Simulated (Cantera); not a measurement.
Cantera run:

```python
import numpy as np
import cantera as ct

gas_names = """
    C CH CH2 CH3 CH2OH CH3O CH4 CH3OH CO CO2 COOH C2 C2H CHCO,ketyl C2H2,acetylene C2H2,vinylidene
    CH2CO,ketene C2H3,vinyl CH3CO,acetyl C2H4 C2H4O,ethylen CH3CHO,ethanal CH3COOH (HCOOH)2 C2H5 C2H6
    CH3OCH3 C2H5OH C2O C3 C3H3,propargyl C3H4,allene C3H4,propyne C3H4,cyclo- C3H5,allyl C3H6,propylene
    C3H6,cyclo- C3H6O C3H7,n-propyl C3H7,i-propyl C3H8 C3H8O,1propanol C3H8O,2propanol C3O2 C4 C4H2
    C4H4,1,3-cyclo- C4H6,butadiene C4H6,2-butyne C4H6,cyclo- C4H8,1-butene C4H8,cis2-buten
    C4H8,tr2-butene C4H8,isobutene C4H8,cyclo- (CH3COOH)2 C4H9,n-butyl C4H9,i-butyl C4H9,s-butyl
    C4H9,t-butyl C4H10,isobutane C4H10,n-butane C5 C5H6,1,3cyclo- C5H8,cyclo- C5H10,1-pentene
    C5H10,cyclo- C5H11,pentyl C5H11,t-pentyl C5H12,n-pentane C5H12,i-pentane CH3C(CH3)2CH3 C6H2
    C6H5,phenyl C6H5O,phenoxy C6H6 C6H5OH,phenol C6H10,cyclo- C6H12,1-hexene C6H12,cyclo- C6H13,n-hexyl
    C7H7,benzyl C7H8 C7H8O,cresol C7H14,1-heptene C7H15,n-heptyl C7H16,n-heptane C8H8,styrene
    C8H10,ethylbenz C8H16,1-octene C8H17,n-octyl C8H18,isooctane C8H18,n-octane C9H19,n-nonyl
    C10H8,naphthale C10H21,n-decyl C12H9,o-bipheny C12H10,bipheny H HCO HO2 H2 HCHO,formaldehy HCOOH H2O
    H2O2 O OH O2 O3 Pb PbO Pb2
""".split()
cond_names = """
    C(gr) C6H6(L) C7H8(L) C8H18(L),n-octa H2O(s) H2O(L) Pb(cr) Pb(L) PbO(rd) PbO(yw) PbO(L) PbO2(s)
    Pb3O4(s)
""".split()


def load(file, names, dense=False):
    # The tables refer to 1 bar. Condensed volumes are neglected.
    table = {s.name: s for s in ct.Species.list_from_file(file)}
    out = []
    for n in names:
        d = dict(table[n].input_data)
        d["thermo"] = dict(d["thermo"], **{"reference-pressure": 1e5})
        if dense:
            d["equation-of-state"] = {"model": "constant-volume", "density": "1e6 g/cm^3"}
        out.append(ct.Species.from_dict(d))
    return out


gas = ct.Solution(thermo="ideal-gas", species=load("nasa_gas.yaml", gas_names))
cond = {s.name: ct.Solution(thermo="fixed-stoichiometry", species=[s], name=s.name)
        for s in load("nasa_condensed.yaml", cond_names, dense=True)}
atoms = {
    'PbO': {'Pb': 1, 'O': 1},
    'CO': {'C': 1, 'O': 1},
    'H2': {'H': 2},
}
top_T = {'C(gr)': 4500, 'Pb3O4(s)': 820}  # K; cautious upper limits of use, not melting points


def equilibrate(T, P, feed):
    n = {}
    for name, mol in feed.items():
        for a, k in atoms[name].items():
            n[a] = n.get(a, 0.0) + k * mol
    gas.TPX = T, P, n
    mass = sum(n.values()) * gas.mean_molecular_weight
    gas.equilibrate("TP")
    valid = [c for c in cond.values() if c.min_temp <= T <= top_T.get(c.name, c.max_temp)]
    mix = ct.Mixture([(gas, mass / gas.mean_molecular_weight)] + [(c, 0.0) for c in valid])
    mix.T, mix.P = T, P
    mix.equilibrate("TP", solver="vcs", rtol=1e-11, max_steps=5000)
    return mix


results = []
feed = {'PbO': 1, 'CO': 0.34, 'H2': 0.3}  # mol
T = 1225  # K
for P in [10, 68, 460, 3200, 22000, 150000, 1000000]:
    mix = equilibrate(T, P, feed)
    results.append((T, P, feed, dict(zip(mix.species_names, mix.species_moles))))

top = {s: max(r[3][s] / sum(r[3][g] for g in gas_names) for r in results) for s in gas_names}
cols = sorted((s for s in top if top[s] > 0.0001), key=lambda s: -top[s])[:5]
seen = [c for c in cond_names if any(r[3].get(c, 0) > 1e-12 for r in results)]
print("log10 of partial pressures in bar; condensed amounts in mol")
print(f"{'P/Pa':>10s}" + "".join(f"{s[:9]:>10s}" for s in cols + seen))
for T, P, feed, n in results:
    ng = sum(n[g] for g in gas_names)
    print(f"{P:10.4g}" + "".join(f"{np.log10(max(n[s] / ng * P / 1e5, 1e-99)):10.3f}" for s in cols)
          + "".join(f"{n.get(c, 0):10.4g}" for c in seen))
```

Output:

```
log10 of partial pressures in bar; condensed amounts in mol
      P/Pa       CO2       H2O        Pb       PbO        O2     Pb(L)    PbO(L)
        10    -4.684    -4.738    -4.407    -4.662    -7.095         0         0
        68    -3.822    -3.877    -3.547    -3.947    -7.386         0    0.1051
       460    -2.724    -2.779    -3.029    -3.947    -8.422    0.4714    0.3399
      3200    -1.784    -1.839    -3.029    -3.947    -8.422    0.6204    0.3579
   2.2e+04    -0.935    -0.989    -3.029    -3.947    -8.422     0.637    0.3599
   1.5e+05    -0.099    -0.153    -3.029    -3.947    -8.422    0.6393    0.3602
     1e+06     0.725     0.671    -3.029    -3.947    -8.422    0.6397    0.3603
```

Method: chemical equilibrium by Gibbs-energy minimisation in Cantera with the NASA 1993 tables (ideal gas, pure condensed phases). Each liquid is taken as pure. Mutual solubility and eutectic melting of coexisting phases are not modelled. Gases not in the tables: (PbO)n polymers.
